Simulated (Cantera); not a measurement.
Charge: 1 mol FeS, 0.19 mol O₂, a varied amount of H₂O, equilibrated at 673.15 K and 10000 Pa.

Points: n(H2O) (mol) = 0.34, 1.4, 2.5, 3.6, 4.7, 5.8, 6.8, 7.9, 9.

Cantera's Mixture.equilibrate('TP', solver="vcs", rtol=1e-11, max_steps=5000) on the NASA tables stopped like this:

```
T = 673.15 K  P = 10000 Pa  n(H2O) = 0.34 mol  gas = 0.34 mol
   x: H2O 9.942e-01  H2S 4.709e-03  H2 1.068e-03
   condensed (mol): FeS(c) 0.4287  FeS2(s) 0.2849  Fe3O4(s) 0.09549

*******************************************************************************
CanteraError thrown by VCS_SOLVE::solve_tp_inner:
vcs_solve_TP: ERROR on step change wt[28:FeSO4(s)]: -6.938893903907228e-18 < 0.0
*******************************************************************************
```

Task: What got this run through?

Result: This is not unique; one that fits is The failure is numerical, not chemical. The same input converged with solver="gibbs", rtol=1e-10, max_steps=50000, and the result passed a check of the equilibrium conditions:
```
T = 673.15 K  P = 10000 Pa  n(H2O) = 0.34 mol  gas = 0.34 mol
   x: H2O 9.942e-01  H2S 4.709e-03  H2 1.068e-03
   condensed (mol): FeS(c) 0.4287  FeS2(s) 0.2849  Fe3O4(s) 0.09549
T = 673.15 K  P = 10000 Pa  n(H2O) = 1.4 mol  gas = 1.4 mol
   x: H2O 9.942e-01  H2S 4.709e-03  H2 1.068e-03
   condensed (mol): FeS(c) 0.4245  FeS2(s) 0.2844  Fe3O4(s) 0.09702
T = 673.15 K  P = 10000 Pa  n(H2O) = 2.5 mol  gas = 2.5 mol
   x: H2O 9.942e-01  H2S 4.709e-03  H2 1.068e-03
   condensed (mol): FeS(c) 0.4202  FeS2(s) 0.284  Fe3O4(s) 0.0986
T = 673.15 K  P = 10000 Pa  n(H2O) = 3.6 mol  gas = 3.6 mol
   x: H2O 9.942e-01  H2S 4.709e-03  H2 1.068e-03
   condensed (mol): FeS(c) 0.4159  FeS2(s) 0.2836  Fe3O4(s) 0.1002
T = 673.15 K  P = 10000 Pa  n(H2O) = 4.7 mol  gas = 4.7 mol
   x: H2O 9.942e-01  H2S 4.709e-03  H2 1.068e-03
   condensed (mol): FeS(c) 0.4115  FeS2(s) 0.2832  Fe3O4(s) 0.1018
T = 673.15 K  P = 10000 Pa  n(H2O) = 5.8 mol  gas = 5.8 mol
   x: H2O 9.942e-01  H2S 4.709e-03  H2 1.068e-03
   condensed (mol): FeS(c) 0.4072  FeS2(s) 0.2827  Fe3O4(s) 0.1034
T = 673.15 K  P = 10000 Pa  n(H2O) = 6.8 mol  gas = 6.8 mol
   x: H2O 9.942e-01  H2S 4.709e-03  H2 1.068e-03
   condensed (mol): FeS(c) 0.4033  FeS2(s) 0.2823  Fe3O4(s) 0.1048
T = 673.15 K  P = 10000 Pa  n(H2O) = 7.9 mol  gas = 7.9 mol
   x: H2O 9.942e-01  H2S 4.709e-03  H2 1.068e-03
   condensed (mol): FeS(c) 0.399  FeS2(s) 0.2819  Fe3O4(s) 0.1064
T = 673.15 K  P = 10000 Pa  n(H2O) = 9 mol  gas = 9 mol
   x: H2O 9.942e-01  H2S 4.709e-03  H2 1.068e-03
   condensed (mol): FeS(c) 0.3946  FeS2(s) 0.2815  Fe3O4(s) 0.108
```

The gas is ideal and each condensed phase is pure. FeS: taken at fixed stoichiometry.
